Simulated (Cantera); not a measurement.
Feed: 1 mol CH₃SiCl₃, 0.087 mol C₂H₂, 3.4 mol H₂, held at 1550 K and 1300 Pa.

Cantera equilibrium calculation (NASA polynomials, part measured and part estimated; ideal gas, pure solids and liquids). Candidate condensed phases: C, C₆H₆, C₇H₈, C₈H₁₈, Si, SiC; 109 gas species. The feed counts by its element totals alone. The tables' values for SiCl₃ are old estimates; treat these amounts as uncertain. Kinetics and transport are ignored.

Problem. What is the equilibrium state?

Solution. 
```json
{
  "x(H₂)": "0.551",
  "x(HCl)": "0.437",
  "x(SiCl₂)": "0.0102",
  "x(SiCl₃)": "0.00124",
  "x(SiCl₄)": "0.000425",
  "x(H)": "0.000205",
  "x(Cl)": "0.000130",
  "x(SiHCl₃)": "6.58e-5",
  "x(C₂H₂ (acetylene))": "8.84e-6",
  "n(C(graphite))": "0.251 mol",
  "n(SiC(s))": "0.923 mol",
  "gas_amount": "6.481 mol",
  "log10 activity of Si(s) (absent)": "-2.06"
}
```
